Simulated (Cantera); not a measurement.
What does this Cantera script print?

```python
import numpy as np
import cantera as ct

gas_names = """
    CL CL2 H HCL H2 Si SiCL SiCL2 SiCL3 SiCL4 SiH SiHCL3 SiH2 SiH2CL2 SiH3 SiH3CL SiH4 Si2 Si3
""".split()
cond_names = """
    Si(cr) Si(L)
""".split()


# ... load() reads the species with a 1 bar reference pressure and builds the phases ...
atoms = {
    'Si2H6': {'Si': 2, 'H': 6},
    'HCl': {'H': 1, 'CL': 1},
    'H2': {'H': 2},
}
top_T = {}  # K; cautious upper limits of use, not melting points


# ... equilibrate(T, P, feed) seeds the gas with the atoms and calls Mixture.equilibrate('TP', solver="vcs", rtol=1e-11, max_steps=5000) ...
results = []
T = 1650  # K
P = 280  # Pa
for m in [6.3, 9.6, 15, 22, 34, 52, 78, 120, 180, 280]:
    feed = {'Si2H6': 1, 'HCl': 2, 'H2': m}  # mol
    mix = equilibrate(T, P, feed)
    results.append((T, P, feed, dict(zip(mix.species_names, mix.species_moles))))
    x = sorted(zip(gas.X, gas.species_names), reverse=True)
    print(f"T = {T:g} K  P = {P:g} Pa  n(H2) = {m:g} mol  gas = {mix.phase_moles(0):.4g} mol")
    print("   x: " + "  ".join(f"{s} {v:.3e}" for v, s in x if v > 1e-05))
    print("   condensed (mol): " + ("  ".join(f"{mix.phase(i).name} {mix.phase_moles(i):.4g}"
          for i in range(1, mix.n_phases) if mix.phase_moles(i) > 1e-12) or "none"))
```

Output:

```
T = 1650 K  P = 280 Pa  n(H2) = 6.3 mol  gas = 11.31 mol
   x: H2 8.611e-01  HCL 9.744e-02  SiCL2 3.921e-02  H 1.593e-03  SiCL3 2.264e-04  CL 1.413e-04  SiCL 1.214e-04  Si 9.568e-05
   condensed (mol): Si(cr) 1.551
T = 1650 K  P = 280 Pa  n(H2) = 9.6 mol  gas = 14.61 mol
   x: H2 8.887e-01  HCL 8.218e-02  SiCL2 2.702e-02  H 1.618e-03  SiCL3 1.296e-04  CL 1.173e-04  SiCL 1.008e-04  Si 9.568e-05
   condensed (mol): Si(cr) 1.6
T = 1650 K  P = 280 Pa  n(H2) = 15 mol  gas = 20.02 mol
   x: H2 9.153e-01  HCL 6.585e-02  SiCL2 1.684e-02  H 1.643e-03  Si 9.568e-05  CL 9.264e-05  SiCL 7.955e-05  SiCL3 6.376e-05
   condensed (mol): Si(cr) 1.658
T = 1650 K  P = 280 Pa  n(H2) = 22 mol  gas = 27.03 mol
   x: H2 9.348e-01  HCL 5.267e-02  SiCL2 1.055e-02  H 1.660e-03  Si 9.568e-05  CL 7.332e-05  SiCL 6.296e-05  SiCL3 3.161e-05
   condensed (mol): Si(cr) 1.709
T = 1650 K  P = 280 Pa  n(H2) = 34 mol  gas = 39.04 mol
   x: H2 9.528e-01  HCL 3.947e-02  SiCL2 5.812e-03  H 1.676e-03  Si 9.568e-05  CL 5.442e-05  SiCL 4.673e-05  SiCL3 1.293e-05
   condensed (mol): Si(cr) 1.766
T = 1650 K  P = 280 Pa  n(H2) = 52 mol  gas = 57.06 mol
   x: H2 9.662e-01  HCL 2.884e-02  SiCL2 3.061e-03  H 1.688e-03  Si 9.568e-05  CL 3.949e-05  SiCL 3.392e-05
   condensed (mol): Si(cr) 1.817
T = 1650 K  P = 280 Pa  n(H2) = 78 mol  gas = 83.08 mol
   x: H2 9.757e-01  HCL 2.085e-02  H 1.696e-03  SiCL2 1.584e-03  Si 9.568e-05  CL 2.841e-05  SiCL 2.439e-05
   condensed (mol): Si(cr) 1.857
T = 1650 K  P = 280 Pa  n(H2) = 120 mol  gas = 125.1 mol
   x: H2 9.830e-01  HCL 1.444e-02  H 1.702e-03  SiCL2 7.541e-04  Si 9.568e-05  CL 1.960e-05  SiCL 1.683e-05
   condensed (mol): Si(cr) 1.889
T = 1650 K  P = 280 Pa  n(H2) = 180 mol  gas = 185.2 mol
   x: H2 9.877e-01  HCL 1.005e-02  H 1.706e-03  SiCL2 3.634e-04  Si 9.568e-05  CL 1.361e-05  SiCL 1.169e-05
   condensed (mol): Si(cr) 1.909
T = 1650 K  P = 280 Pa  n(H2) = 280 mol  gas = 285.3 mol
   x: H2 9.913e-01  HCL 6.674e-03  H 1.709e-03  SiCL2 1.598e-04  Si 9.568e-05
   condensed (mol): Si(cr) 1.92
```

Equilibrium computed with Cantera from the NASA thermochemical tables; the gas is ideal and each condensed phase is pure. The feed counts by its element totals alone. The tables' values for SiCl3, SiCl are old estimates; treat these amounts as uncertain.
